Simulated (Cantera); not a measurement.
Thermodynamics of nitride etching, feed Si3N4 + O2 + H2

Feed: 1 mol Si3N4, 0.62 mol O2, 0.69 mol H2, held at 0.0100 bar.

These are equilibrium values from Cantera (NASA tables, ideal gas, pure condensed phases), not measurements of a reactor. Candidate condensed phases: H2O, Si, SiO2, Si2N2O, Si3N4; 35 gas species. Mutual solubility and eutectic melting of coexisting phases are not modelled. The tables' values for SiN are old estimates; treat these amounts as uncertain. Gases not in the tables: Si2H6 and higher silanes. Equilibrium is a limit: real reactors are often held back by kinetics, nucleation or transport.

From 452 °C to 1452 °C the condensed part is Si2N2O(s) + Si3N4(s). At 1552 °C the condensed part is Si(l) + Si2N2O(s). At 1652 °C the condensed part is Si(l).

| T (°C) | x H2 | x N2 | x SiO | x H | x Si | n Si2N2O(s) | n Si3N4(s) | n Si(l) |
|---|---|---|---|---|---|---|---|---|
| 452 | 0.625 | 0.375 | <1e-12 | <1e-12 | <1e-12 | 1.24 | 0.173 | 0 |
| 552 | 0.625 | 0.375 | <1e-12 | 6.27e-11 | <1e-12 | 1.24 | 0.173 | 0 |
| 652 | 0.625 | 0.375 | <1e-12 | 2.06e-9 | <1e-12 | 1.24 | 0.173 | 0 |
| 752 | 0.625 | 0.375 | <1e-12 | 3.45e-8 | <1e-12 | 1.24 | 0.173 | 0 |
| 852 | 0.625 | 0.375 | 3.61e-12 | 3.51e-7 | <1e-12 | 1.24 | 0.173 | 0 |
| 952 | 0.625 | 0.375 | 5.87e-10 | 2.46e-6 | <1e-12 | 1.24 | 0.173 | 0 |
| 1052 | 0.625 | 0.375 | 4.38e-8 | 1.29e-5 | 3.78e-11 | 1.24 | 0.173 | 0 |
| 1152 | 0.625 | 0.375 | 1.76e-6 | 5.39e-5 | 3.10e-9 | 1.24 | 0.173 | 0 |
| 1252 | 0.625 | 0.375 | 4.31e-5 | 0.000187 | 1.42e-7 | 1.24 | 0.173 | 0 |
| 1352 | 0.624 | 0.374 | 0.000705 | 0.000557 | 4.01e-6 | 1.24 | 0.174 | 0 |
| 1452 | 0.617 | 0.373 | 0.00829 | 0.00146 | 7.67e-5 | 1.23 | 0.176 | 0 |
| 1552 | 0.356 | 0.517 | 0.123 | 0.00263 | 0.000455 | 1.00 | 0 | 0.756 |
| 1652 | 0.173 | 0.507 | 0.314 | 0.00397 | 0.00174 | 0 | 0 | 1.75 |
x: gas mole fraction; n: condensed amount in mol.
